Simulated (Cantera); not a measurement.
A Cantera script and what it prints.

```python
import numpy as np
import cantera as ct

gas_names = [...]  # 115 gases of nasa_gas.yaml made of C, Ca, H, O
cond_names = """
    C(gr) C6H6(L) C7H8(L) C8H18(L),n-octa Ca(a) Ca(b) Ca(L) CaCO3(caL) CaO(s) CaO(L) CaO2H2(s) H2O(s)
    H2O(L)
""".split()


# ... load() reads the species with a 1 bar reference pressure and builds the phases ...
atoms = {
    'CaCO3': {'Ca': 1, 'C': 1, 'O': 3},
    'H2O': {'H': 2, 'O': 1},
}
top_T = {'C(gr)': 4500}  # K; cautious upper limits of use, not melting points


# ... equilibrate(T, P, feed) seeds the gas with the atoms and calls Mixture.equilibrate('TP', solver="vcs", rtol=1e-11, max_steps=5000) ...
results = []
feed = {'CaCO3': 1, 'H2O': 0.65}  # mol
T = 1175  # K
P = 13  # Pa
mix = equilibrate(T, P, feed)
results.append((T, P, feed, dict(zip(mix.species_names, mix.species_moles))))
print(gas.report(threshold=0.001))
for i in range(1, mix.n_phases):
    print(f"{mix.phase(i).name:16s} {mix.phase_moles(i):12.5e} mol")
```

It prints:

```
       temperature   1175 K
          pressure   13 Pa
           density   4.4933e-05 kg/m^3
  mean mol. weight   33.767 kg/kmol
   phase of matter   gas

                          1 kg             1 kmol
                     ---------------   ---------------
          enthalpy       -8.7199e+06       -2.9445e+08  J
   internal energy       -9.0093e+06       -3.0422e+08  J
           entropy             10156        3.4295e+05  J/K
    Gibbs function       -2.0654e+07       -6.9742e+08  J
 heat capacity c_p            1512.5             51074  J/K
 heat capacity c_v            1266.3             42760  J/K

                      mass frac. Y      mole frac. X     chem. pot. / RT
                     ---------------   ---------------   ---------------
               CO2           0.78975           0.60596           -78.779
               H2O           0.21014           0.39388           -60.025
     [ +113 minor]        0.00011236         0.0001633

C(gr)             0.00000e+00 mol
Ca(L)             0.00000e+00 mol
CaCO3(caL)        0.00000e+00 mol
CaO(s)            1.00000e+00 mol
```

These are equilibrium values from Cantera (NASA tables, ideal gas, pure condensed phases), not measurements of a reactor.
